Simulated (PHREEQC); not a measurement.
1 kg of water holding 0.0076 mol K2CO3 and 0.0079 mol KCl is evaporated at 30 °C; the solids stay in contact with the brine. CO2 is held at log p = -3.4 (atm). The run lets Kalicinite, Sylvite precipitate or redissolve, and no other solid.

Equilibrium calculation in PHREEQC: Pitzer model, pitzer.dat.

```csv
water left (kg),ionic strength,water activity,K in solution (mol/kgw)
0.9999,0.0248,0.999,0.0231
0.8218,0.0305,0.999,0.0281
0.6754,0.0375,0.999,0.0342
0.4562,0.0567,0.998,0.0506
0.375,0.0698,0.998,0.0616
0.3082,0.0859,0.998,0.0750
0.2533,0.106,0.997,0.0912
0.2082,0.130,0.997,0.111
0.1711,0.160,0.996,0.135
0.1156,0.241,0.994,0.200
0.09499,0.296,0.993,0.243
0.07806,0.363,0.992,0.296
0.06416,0.445,0.990,0.360
0.05274,0.545,0.988,0.438
0.04334,0.668,0.986,0.533
0.02929,0.999,0.979,0.789
0.02407,1.22,0.975,0.960
0.01979,1.49,0.970,1.17
0.01627,1.82,0.964,1.42
0.01338,2.22,0.956,1.73
0.011,2.71,0.946,2.10
0.007434,4.03,0.919,3.11
0.006102,4.92,0.899,3.79
0.005022,5.99,0.873,4.60
```

Complexes and solids missing from the database can't appear.
